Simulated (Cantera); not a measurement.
Feed: 1 mol CH3Cl, 0.011 mol Si, at 1875 K and 0.133 bar.

These are equilibrium values from Cantera (NASA tables, ideal gas, pure condensed phases), not measurements of a reactor. Candidate condensed phases: C, C6H6, C7H8, C8H18, Si, SiC; 109 gas species. The tables' values for SiCl3 are old estimates; treat these amounts as uncertain. Rates play no part.

Base state: H2 0.505, HCl 0.487, SiCl2 0.00496, H 0.00128, Cl 0.000932, SiCl3 0.000457, C2H2 (acetylene) 0.000160, SiCl4 5.93e-5 (mole fractions); condensed: C(graphite).

Task: What changes in the equilibrium state with this change: temperature from 1875 K to 925 K?

Result: 
```
species             before    after
----------------  --------  -------
H2                   0.505    0.502
HCl                  0.487    0.484
CH4                2.06e-5  0.00764
SiCl4              5.93e-5  0.00555
SiCl2              0.00496  1.75e-9
H                  0.00128    <1e-9
Cl                0.000932    <1e-9
C2H2 (acetylene)  0.000160    <1e-9
C(graphite), mol     0.999    0.985
```
